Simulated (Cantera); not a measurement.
An isothermal, constant-pressure homogeneous reactor starts with 1.19 % H2, 98.8 % O2, at 1025 K and 0.0132 atm.

Model: the H2/O2 subset of GRI-Mech 3.0, which has no nitrogen chemistry, integrated in Cantera. Radical loss at walls, strong at low pressure, is not modelled.

x: mole fraction; the columns are a selection and need not sum to one.

```
t (s)         x H2   x O2      x OH       x H       x O    x H2O2     x H2O
--------  --------  -----  --------  --------  --------  --------  --------
0.000300    0.0119  0.988  4.03e-11  3.05e-11  4.79e-11    <1e-12  1.25e-11
0.000895    0.0119  0.988  2.00e-10  8.25e-11  2.99e-10    <1e-12  1.87e-10
0.00267     0.0119  0.988   2.38e-9  8.01e-10   4.25e-9    <1e-12   4.52e-9
0.00797     0.0119  0.988   1.43e-6       [?]   2.61e-6  6.45e-12   3.11e-6
0.0238    0.000271  0.980  0.000703       [?]   0.00699   5.32e-8    0.0107
0.0709     3.54e-5  0.984  0.000324       [?]   0.00383   2.25e-8    0.0116
0.212      9.72e-6  0.987  0.000170       [?]   0.00109   2.07e-8    0.0118
0.631      1.58e-6  0.988   7.02e-5       [?]  0.000186   1.58e-8    0.0119
1.88       2.11e-7  0.988   2.66e-5       [?]   2.65e-5   8.43e-9    0.0119
5.62       3.08e-8  0.988   1.05e-5       [?]   4.09e-6   3.08e-9    0.0119
16.8       5.58e-9  0.988   4.60e-6  7.38e-10   7.80e-7  9.16e-10    0.0119
50.0       1.26e-9  0.988   2.23e-6  8.36e-11   1.83e-7  2.66e-10    0.0119
```

### Question
Some entries are withheld; supply them.

### Answer

- 0.00797, x H: 4.72e-7
- 0.0238, x H: 0.00103
- 0.0709, x H: 0.000256
- 0.212, x H: 3.79e-5
- 0.631, x H: 2.68e-6
- 1.88, x H: 1.45e-7
- 5.62, x H: 8.84e-9
